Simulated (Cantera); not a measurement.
Source: NASA polynomial tables (part measured, part estimated), evaluated in Cantera. Values are per mole of reaction as written; species without (g) are pure solids or liquids, kept so even where they would boil at 1 bar.

Question: Between 423 and 573 K, where is each reaction favourable under standard conditions?
- 9 SiH₂(g) + 2 N₂(g) = Si₃N₄ + 6 SiH₃(g)

Answer: 
- 9 SiH₂(g) + 2 N₂(g) = Si₃N₄ + 6 SiH₃(g): ΔG° is -1341 kJ at 423 K and -1212 kJ at 573 K; it stays negative (K > 1). ΔH° is -1707 kJ and ΔS° -864 J/K at 573 K.
